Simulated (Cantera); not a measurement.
A diamond (100) surface in a fixed gas of H2 with x(CH4) = 0.0021, x(H) = 0.032, at 950 K, 0.0168 atm; coverages are run to steady state.

Model: the Harris–Goodwin 1993 mechanism for the reconstructed diamond (100) surface, integrated in Cantera.

One state of this run: growth (µm/h) = 0.984; θ c6HH = 0.641; θ c6H* = 0.0142; θ c6*H = 0.334; θ c6** = 0.00672; θ c6HM = 0.00294. θ: site fractions in the mechanism's names (c6HH fully hydrogenated, c6H* and c6*H radical sites, c6** diradical, c6HM methylated).

Which value of x(CH3) does it belong to?
A. 0.001
B. 5.2e-05
C. 0.00014
D. 1.9e-05

C, 0.00014
